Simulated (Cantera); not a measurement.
An isothermal plug-flow reactor at 700 K and 5.00 bar (inlet), inlet velocity 0.82 m/s, active area per volume 120 1/m; feed H2 : O2 : N2 = 0.011 : 0.045 : 0.79 (molar parts).

Detailed kinetics in Cantera: Deutschmann's 1995 Pt surface mechanism with GRI-Mech 3.0 gas chemistry. Catalytic surfaces can have several steady states; this one follows from the mechanism file's or the stated starting coverage. Mass transfer to the wall is taken as infinitely fast.

One state of this run: x H2 = 0.0115; x O2 = 0.0525; x H2O = 0.00152; θ free Pt = 0.393; θ O* = 0.589; θ OH* = 0.0184. x: gas mole fraction; θ: surface coverage.

Question: Which value of z (m) does it belong to?
A. 0.00064
B. 6.4e-05
C. 0.002
D. 0.0011

Answer: B, 6.4e-05
